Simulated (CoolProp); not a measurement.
Vapour-liquid equilibrium of CF4 (R14) (1) + R13 (2) at 228 kPa; x and y are mole fractions of (1).

Model: multi-fluid Helmholtz-energy mixture model, Platzer 1990 and Platzer 1990; pair parameters Bell 2016, in CoolProp. This equation is an older, rougher fit; its heat capacities, sound speeds and derivatives of the liquid may be far off and weren't checked against measurements.

**Question.** Give the bubble temperature and the first vapour's composition at x = 0.2, 0.425, 0.575. Is there an azeotrope?

**Answer.** x = 0.2: -91.7 °C, y = 0.784; x = 0.425: -103.1 °C, y = 0.919; x = 0.575: -107.3 °C, y = 0.952. No azeotrope shows between x = 0.05 and 0.95.

Pair parameters are fitted to limited data, so mixtures are less certain than the pure fluids.
